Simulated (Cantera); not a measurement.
Cantera run:

```python
import numpy as np
import cantera as ct

gas_names = """
    B BN BO BO2 B2 B2O B2O2 B2O3 N NO NO2 NO3 N2 N2O O O2 O3
""".split()
cond_names = """
    B(b) B(L) BN(s) B2O3(L)
""".split()


# ... load() reads the species with a 1 bar reference pressure and builds the phases ...
atoms = {
    'B': {'B': 1},
    'O2': {'O': 2},
    'N2': {'N': 2},
}
top_T = {'BN(s)': 3200}  # K; cautious upper limits of use, not melting points


# ... equilibrate(T, P, feed) seeds the gas with the atoms and calls Mixture.equilibrate('TP', solver="vcs", rtol=1e-11, max_steps=5000) ...
results = []
feed = {'B': 1, 'O2': 0.065, 'N2': 87}  # mol
P = 1333.22  # Pa
for T in [1273, 1373, 1473, 1573, 1673, 1773, 1873, 1973, 2073, 2173, 2273]:
    mix = equilibrate(T, P, feed)
    results.append((T, P, feed, dict(zip(mix.species_names, mix.species_moles))))

top = {s: max(r[3][s] / sum(r[3][g] for g in gas_names) for r in results) for s in gas_names}
cols = sorted((s for s in top if top[s] > 0.001), key=lambda s: -top[s])[:8]
seen = [c for c in cond_names if any(r[3].get(c, 0) > 1e-12 for r in results)]
print("log10 of partial pressures in bar; condensed amounts in mol")
print(f"{'T/K':>10s}" + "".join(f"{s[:9]:>10s}" for s in cols + seen))
for T, P, feed, n in results:
    ng = sum(n[g] for g in gas_names)
    print(f"{T:10.4g}" + "".join(f"{np.log10(max(n[s] / ng * P / 1e5, 1e-99)):10.3f}" for s in cols)
          + "".join(f"{n.get(c, 0):10.4g}" for c in seen))
```

Result:

```
log10 of partial pressures in bar; condensed amounts in mol
       T/K        N2        BO     BN(s)   B2O3(L)
      1273    -1.875    -9.865    0.9133   0.04277
      1373    -1.875    -8.410    0.9133   0.03513
      1473    -1.875    -7.251    0.9123         0
      1573    -1.875    -6.461    0.9091         0
      1673    -1.875    -5.795       0.9         0
      1773    -1.875    -5.279    0.8843         0
      1873    -1.876    -4.951     0.873         0
      1973    -1.876    -4.791    0.8701         0
      2073    -1.876    -4.731    0.8692         0
      2173    -1.876    -4.712    0.8651         0
      2273    -1.876    -4.709    0.8399         0
```

Equilibrium computed with Cantera from the NASA thermochemical tables; the gas is ideal and each condensed phase is pure. N2 is the only nitrogen source here; it is nearly inert below about 1500 K, so the nitride shown seldom forms there in practice. Mutual solubility and eutectic melting of coexisting phases are not modelled.
